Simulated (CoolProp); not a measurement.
Saturation properties of sulfur hexafluoride (Tc = 318.7 K, pc = 3755 kPa, ω = 0.210).

Computed with CoolProp (reference Helmholtz-energy equation of state, Guder 2009).

```tsv
T (K)	p (kPa)	liquid density (kg/m³)	surface tension (mN/m)	liquid viscosity (µPa s)
237	394.2	1777	9.51	336
244.7	519.7	1735	8.38	297
252.3	670.7	1692	7.30	263
260	854.6	1646	6.24	231
267.7	1074	1596	5.21	203
275.4	1331	1542	4.23	178
283	1628	1483	3.31	155
290.7	1976	1416	2.42	135
```

Viscosity comes from a separate model (Quiñones-Cisneros 2012). Surface tension comes from a separate correlation (Mulero 2012).
